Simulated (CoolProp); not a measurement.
Values from CoolProp's reference Helmholtz-energy equation of state, Lemmon 2006. It is a short technical equation, of lower accuracy than the large ones.

Problem. Give the vapour pressure (MPa), vapour density (kg/m³), enthalpy of vaporisation (kJ/kg), surface tension (mN/m) of saturated acetone at 123.25, 137.15 °C.

Solution. 
| T (°C) | p (MPa) | vapour density (kg/m³) | enthalpy of vaporisation (kJ/kg) | surface tension (mN/m) |
|---|---|---|---|---|
| 123.25 | 0.651 | 13.7 | 416 | 10.9 |
| 137.15 | 0.880 | 18.6 | 395 | 9.36 |

Surface tension comes from a separate correlation (Mulero 2012).
